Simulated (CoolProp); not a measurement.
Saturation properties of hydrogen chloride (Tc = 51.5 °C, pc = 83.14 bar, ω = 0.130).

Computed with CoolProp (reference Helmholtz-energy equation of state, Thol 2018).

| T (°C) | p (bar) | liquid density (kg/m³) | enthalpy of vaporisation (kJ/kg) | liquid cp (kJ/(kg K)) |
|---|---|---|---|---|
| -87.05 | 0.8995 | 1190 | 446.0 | 1.659 |
| -77.15 | 1.549 | 1165 | 435.2 | 1.665 |
| -67.15 | 2.533 | 1140 | 423.6 | 1.677 |
| -57.25 | 3.924 | 1113 | 411.1 | 1.695 |
| -47.35 | 5.836 | 1085 | 397.6 | 1.720 |
| -37.45 | 8.380 | 1056 | 382.9 | 1.754 |
| -27.45 | 11.71 | 1025 | 366.6 | 1.799 |
| -17.55 | 15.90 | 992.6 | 348.8 | 1.860 |
| -7.65 | 21.09 | 957.3 | 328.8 | 1.944 |
| 2.25 | 27.45 | 918.7 | 306.1 | 2.064 |
| 12.25 | 35.21 | 875.1 | 279.6 | 2.248 |
| 22.15 | 44.41 | 825.4 | 248.2 | 2.557 |
| 32.05 | 55.34 | 764.8 | 208.8 | 3.189 |
| 41.95 | 68.29 | 681.3 | 153.7 | 5.196 |

It boils at -85.0 °C under 1 atm.
